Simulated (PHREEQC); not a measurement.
**Nickel, zinc or cadmium bath (model solution)**

Make-up at 25 °C: 0.11 mol CdSO4 and 0.00083 mol NaOH per kg of water. Closed to the air; pH follows from the charge balance.

Model: ion-association model, wateq4f.dat, run in PHREEQC.

No solid was allowed to form.

Estimate the pH, ionic strength.

pH 8.43; ionic strength 0.204 mol/kgw.

In which forms is Na present?

Na+ 95 %, NaSO4- 4.8 % of the Na.

Saturation is exceeded, for instance for Cd(OH)2; the values hold only as long as no solid forms.
